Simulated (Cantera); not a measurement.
## Iron carbonyl, mercury and lead vapours: Fe(CO)5 + O2 + H2

A closed system holds: 1 mol Fe(CO)5, 1.6 mol O2, 13 mol H2, equilibrated at 827 °C.

Cantera equilibrium calculation (NASA polynomials, part measured and part estimated; ideal gas, pure solids and liquids). Candidate condensed phases: C, C6H6, C7H8, C8H18, Fe, Fe(CO)5, FeO, Fe(OH)2, Fe(OH)3, Fe2O3, Fe3O4, H2O; 114 gas species. The tables' stoichiometric FeO is somewhat more stable than real wüstite, so its field is too wide. FeO: taken at fixed stoichiometry. Rates play no part.

From 10.0 Pa to 1.50 bar the condensed part is Fe(α). At 10.0 bar the condensed part is FeO(s). The main Fe-bearing gas is Fe at 10.0 Pa and Fe(OH)2 at 10.0 bar.

| P (Pa) | x H2 | x CO | x H2O | x CH4 | x CO2 | n Fe(α) | n FeO(s) |
|---|---|---|---|---|---|---|---|
| 10 | 0.593 | 0.229 | 0.129 | 1.19e-11 | 0.0490 | 1.00 | 0 |
| 68 | 0.593 | 0.229 | 0.129 | 5.51e-10 | 0.0490 | 1.00 | 0 |
| 460 | 0.593 | 0.229 | 0.129 | 2.52e-8 | 0.0490 | 1.00 | 0 |
| 3200 | 0.593 | 0.229 | 0.129 | 1.22e-6 | 0.0490 | 1.00 | 0 |
| 22000 | 0.593 | 0.229 | 0.129 | 5.76e-5 | 0.0490 | 1.00 | 0 |
| 150000 | 0.589 | 0.227 | 0.131 | 0.00255 | 0.0499 | 1.00 | 0 |
| 1000000 | 0.537 | 0.195 | 0.149 | 0.0649 | 0.0536 | 0 | 1.00 |
x: gas mole fraction; n: condensed amount in mol.
